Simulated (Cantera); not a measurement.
Source: NASA polynomial tables (part measured, part estimated), evaluated in Cantera. Values are per mole of reaction as written; species without (g) are pure solids or liquids, kept so even where they would boil at 1 bar.

Between 523 and 973 K, where is each reaction favourable under standard conditions?
- Na₂S = S + 2 Na(g)


- Na₂S = S + 2 Na(g): ΔG° is 454 kJ at 523 K and 346 kJ at 973 K; it stays positive (K < 1). ΔH° is 574 kJ and ΔS° 234 J/K at 973 K.
